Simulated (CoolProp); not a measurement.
Computed with CoolProp (reference Helmholtz-energy equation of state, Thol 2019).

**Question.** For n-hexane, give the phase and the cv (kJ/(kg K)), Joule-Thomson coefficient (K/MPa), fugacity coefficient at 288.55 °C and 2380 kPa; 288.55 °C and 4280 kPa; 288.55 °C and 5230 kPa.

**Answer.** 
- 288.55 °C and 2380 kPa: gas; cv 2.73, Joule-Thomson coefficient 7.47, fugacity coefficient 0.816
- 288.55 °C and 4280 kPa: supercritical; cv 2.80, Joule-Thomson coefficient 9.42, fugacity coefficient 0.680
- 288.55 °C and 5230 kPa: supercritical; cv 2.82, Joule-Thomson coefficient 7.90, fugacity coefficient 0.617
